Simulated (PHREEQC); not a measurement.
1 kg of water holding 27 mmol/kgw NaCl, 53 mmol/kgw MgCl2 and 4.1 mmol/kgw CaCl2 is evaporated at 75 °C; the solids stay in contact with the brine. The system is closed to CO2. Only these solids could form: Bischofite, Brucite, Halite, Portlandite, MgCl2_4H2O.

All values are PHREEQC results (Pitzer model, pitzer.dat), not measurements.

```tsv
water left (kg)	ionic strength	water activity	Halite (mol)	Ca in solution (mol/kgw)	Mg in solution (mol/kgw)	Cl in solution (mol/kgw)
1	0.198	0.996	0	0.00410	0.0530	0.141
0.6755	0.294	0.995	0	0.00607	0.0785	0.209
0.5552	0.357	0.994	0	0.00738	0.0955	0.254
0.375	0.529	0.991	0	0.0109	0.141	0.376
0.3082	0.643	0.989	0	0.0133	0.172	0.458
0.2082	0.952	0.983	0	0.0197	0.255	0.678
0.1711	1.16	…	0	0.0240	0.310	0.825
0.1156	1.72	0.968	0	0.0355	0.458	1.22
0.09502	2.09	0.960	0	0.0431	0.558	1.49
0.06418	3.09	0.936	0	0.0639	0.826	2.20
0.05275	…	0.918	0	0.0777	1.00	2.68
0.03564	5.56	0.862	0	0.115	1.49	3.96
0.0293	6.77	…	0	0.140	1.81	4.82
0.01979	10.0	0.688	0	0.207	2.68	7.14
0.01627	11.8	0.615	0.00610	0.252	3.26	8.30
0.01099	15.9	0.454	0.0234	0.373	4.82	10.7
```

Problem. Some entries are withheld; supply them.

Solution. 
- 0.1711, water activity: 0.979
- 0.05275, ionic strength: 3.76
- 0.0293, water activity: 0.819

Constants without temperature data keep their 25 °C values here.
